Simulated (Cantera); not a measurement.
Hydrocarbon pyrolysis for carbon deposition

An isothermal, constant-pressure homogeneous reactor starts with 4.76 % C₂H₆, 95.2 % H₂, at 1600 K and 100000 Pa.

Cantera simulation using GRI-Mech 3.0 (53 species, 325 reactions); the numbers are that mechanism's predictions, not measurements. GRI-Mech 3.0 stops at C3 and has no aromatics, soot or wall deposition, so with more carbon than oxygen in the feed, carbon stays in small species such as C2H2 where larger ones or solid carbon would form.

```json
[
 {"t (s)": "1.00e-5", "x C₂H₆": "0.0344", "x H₂": "0.947", "x H": "0.000573", "x CH₄": "0.00839", "x C₂H₄": "0.00711"},
 {"t (s)": "6.88e-5", "x C₂H₆": "0.00178", "x H₂": "0.934", "x H": "0.000391", "x CH₄": "0.0384", "x C₂H₄": "0.0208"},
 {"t (s)": "0.000473", "x C₂H₆": "5.04e-5", "x H₂": "0.934", "x H": "7.38e-5", "x CH₄": "0.0400", "x C₂H₄": "0.0151"},
 {"t (s)": "0.00325", "x C₂H₆": "1.60e-5", "x H₂": "0.934", "x H": "5.59e-5", "x CH₄": "0.0401", "x C₂H₄": "0.00555"},
 {"t (s)": "0.0224", "x C₂H₆": "8.92e-6", "x H₂": "0.934", "x H": "5.32e-5", "x CH₄": "0.0402", "x C₂H₄": "0.00235"},
 {"t (s)": "0.154", "x C₂H₆": "8.97e-6", "x H₂": "0.934", "x H": "5.31e-5", "x CH₄": "0.0407", "x C₂H₄": "0.00233"},
 {"t (s)": "1.06", "x C₂H₆": "9.06e-6", "x H₂": "0.934", "x H": "5.29e-5", "x CH₄": "0.0415", "x C₂H₄": "0.00230"},
 {"t (s)": "7.27", "x C₂H₆": "9.07e-6", "x H₂": "0.934", "x H": "5.29e-5", "x CH₄": "0.0415", "x C₂H₄": "0.00230"},
 {"t (s)": "50.0", "x C₂H₆": "9.07e-6", "x H₂": "0.934", "x H": "5.29e-5", "x CH₄": "0.0415", "x C₂H₄": "0.00230"}
]
```
x: mole fraction; the columns are a selection and need not sum to one.

Equilibrium at this temperature and pressure: C₂H₆ 9.07e-6, H₂ 0.934, H 5.29e-5, CH₄ 0.0415, C₂H₄ 0.00230 (gas phase only).
